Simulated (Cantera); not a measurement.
A closed system holds: 1 mol H2S, a varied amount of H2O, 0.61 mol N2, at 3473 K and 0.133 bar.

Equilibrium computed with Cantera from the NASA thermochemical tables; the gas is ideal and each condensed phase is pure. Candidate condensed phases: H2O, H2SO4, S; 35 gas species. Kinetics and transport are ignored.

Q: At 0.15 mol H2O, list the 6 most abundant gas species with their mole fractions, and the condensed phases.

A: H 0.448, S 0.229, N2 0.170, H2 0.0868, SO 0.0173, O 0.0156. Condensed: gas only.
